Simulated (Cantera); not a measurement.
A perfectly stirred reactor is fed with NO : N2 = 1 : 0.33 (molar parts), at 0.0263 atm; it is held at 1748 K, and followed from long to short residence time.

Cantera simulation using GRI-Mech 3.0 (53 species, 325 reactions); the numbers are that mechanism's predictions, not measurements. Radical loss at walls, strong at low pressure, is not modelled.

Question: What does this change do: temperature 1748 to 2175 K?

Answer: 
| quantity | before | after |
|---|---|---|
| x(NO) at τ = 1.90 s | 0.742 | 0.244 |
| x(O) at τ = 1.90 s | 6.34e-5 | 0.00712 |
| x(NO2) at τ = 1.90 s | 6.14e-5 | 5.69e-5 |
| x(O2) at τ = 1.90 s | 0.00459 | 0.249 |
| x(N2) at τ = 1.90 s | 0.253 | 0.500 |
| x(NO) at τ = 36.0 ms | 0.752 | 0.740 |
| x(O) at τ = 36.0 ms | 3.15e-5 | 0.00169 |
| x(NO2) at τ = 36.0 ms | 2.39e-5 | 2.92e-5 |
| x(O2) at τ = 36.0 ms | 2.97e-5 | 0.00471 |
| x(N2) at τ = 36.0 ms | 0.248 | 0.253 |

Question: What does this change do: pressure from 0.0263 atm to 0.987 atm?

Answer: 
```tsv
quantity	before	after
x(NO) at τ = 1.90 s	0.742	0.563
x(O) at τ = 1.90 s	6.34e-5	2.36e-5
x(NO2) at τ = 1.90 s	6.14e-5	0.00107
x(O2) at τ = 1.90 s	0.00459	0.0935
x(N2) at τ = 1.90 s	0.253	0.342
x(NO) at τ = 36.0 ms	0.752	0.746
x(O) at τ = 36.0 ms	3.15e-5	7.72e-6
x(NO2) at τ = 36.0 ms	2.39e-5	0.000427
x(O2) at τ = 36.0 ms	2.97e-5	0.00261
x(N2) at τ = 36.0 ms	0.248	0.251
```
